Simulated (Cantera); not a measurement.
An isothermal, constant-pressure homogeneous reactor starts with H2 : O2 : N2 = 0.013 : 1 : 0.44 (molar parts), at 1450 K and 1.88 Torr. Integrator tolerance rtol = 1e-08.

Detailed kinetics in Cantera: the H2/O2 subset of GRI-Mech 3.0, which has no nitrogen chemistry. Radical loss at walls, strong at low pressure, is not modelled.

Task: What does this change do: 0.041 parts H2O added?

Result: 
```csv
quantity,before,after
x(H2) at 5.00 s,3.35e-5 (gas-phase equilibrium 2.06e-7),8.92e-5 (gas-phase equilibrium 8.45e-7)
x(O2) at 5.00 s,0.681 (gas-phase equilibrium 0.687),0.664 (gas-phase equilibrium 0.668)
x(OH) at 5.00 s,0.00114 (gas-phase equilibrium 9.00e-5),0.00184 (gas-phase equilibrium 0.000180)
x(HO2) at 5.00 s,5.13e-8 (gas-phase equilibrium 2.18e-8),8.36e-8 (gas-phase equilibrium 4.30e-8)
x(H2O2) at 5.00 s,1.19e-9 (gas-phase equilibrium 5.71e-11),2.71e-9 (gas-phase equilibrium 2.28e-10)
x(O) at 5.00 s,0.00586 (gas-phase equilibrium 3.35e-5),0.00357 (gas-phase equilibrium 3.30e-5)
x(H2O) at 5.00 s,0.00826 (gas-phase equilibrium 0.00894),0.0351 (gas-phase equilibrium 0.0362)
```

Task: What does this change do: O2 1 to 0.17 parts?

Result: 
```
quantity                                             before                                     after
-----------------  ----------------------------------------  ----------------------------------------
x(H2) at 5.00 s     3.35e-5 (gas-phase equilibrium 2.06e-7)  0.000296 (gas-phase equilibrium 7.79e-7)
x(O2) at 5.00 s         0.681 (gas-phase equilibrium 0.687)       0.259 (gas-phase equilibrium 0.265)
x(OH) at 5.00 s     0.00114 (gas-phase equilibrium 9.00e-5)  0.00210 (gas-phase equilibrium 0.000109)
x(HO2) at 5.00 s    5.13e-8 (gas-phase equilibrium 2.18e-8)   7.65e-8 (gas-phase equilibrium 1.64e-8)
x(H2O2) at 5.00 s  1.19e-9 (gas-phase equilibrium 5.71e-11)  2.48e-9 (gas-phase equilibrium 8.34e-11)
x(O) at 5.00 s      0.00586 (gas-phase equilibrium 3.35e-5)   0.00860 (gas-phase equilibrium 2.08e-5)
x(H2O) at 5.00 s    0.00826 (gas-phase equilibrium 0.00894)     0.0189 (gas-phase equilibrium 0.0210)
```
